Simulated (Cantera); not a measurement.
Charge: 1 mol PbF2, 1.7 mol H2, at 850 K and 0.150 Pa.

Method: chemical equilibrium by Gibbs-energy minimisation in Cantera with the NASA 1993 tables (ideal gas, pure condensed phases). Candidate condensed phases: Pb, PbF2; 16 gas species. Rates play no part.

Base state: HF 0.584, Pb 0.212, H2 0.204 (mole fractions); condensed: Pb(l).

Problem. What changes in the equilibrium state with this change: PbF2 replaced by PbCl2?

Solution. 
| species | before | after |
|---|---|---|
| H2 | 0.204 | 0.359 |
| HCl | 0 | 0.332 |
| PbCl | 0 | 0.168 |
| HF | 0.584 | 0 |
| PbCl2 | 0 | 0.0586 |
| Pb | 0.212 | 0.0823 |
| PbCl4 | 0 | 2.40e-5 |
| Pb(l), mol | 0.273 | 0 |
The tables' values for PbCl4 are old estimates; treat these amounts as uncertain. Further candidate phases: PbCl2.
